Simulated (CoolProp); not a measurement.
Cyclopentane at several states: Z from the reference equation and from simpler models built on Tc = 238.6 °C, pc = 4.583 MPa, ω = 0.202; each cubic takes its own stable root.

The numbers come from the reference Helmholtz-energy equation of state, Gedanitz 2015 in CoolProp.

```csv
T (°C),p (MPa),phase,reference
114.75,3.53,liquid,0.1184
218.75,0.334,gas,0.9701
24.65,5.79,liquid,0.2198
148.55,2.13,liquid,0.07108
195.35,14.7,liquid,0.4563
```

How far does each simpler model (Redlich-Kwong, Soave-Redlich-Kwong, Peng-Robinson) lie from the reference over these 5 states: mean and median of the absolute difference, and the worst?


- Redlich-Kwong: mean 6.8 %, median 6.9 %, worst +12.1 % at 148.55 °C and 2.13 MPa
- Soave-Redlich-Kwong: mean 4.6 %, median 5.4 %, worst +7.8 % at 148.55 °C and 2.13 MPa
- Peng-Robinson: mean 5.1 %, median 6.0 %, worst -7.6 % at 24.65 °C and 5.79 MPa
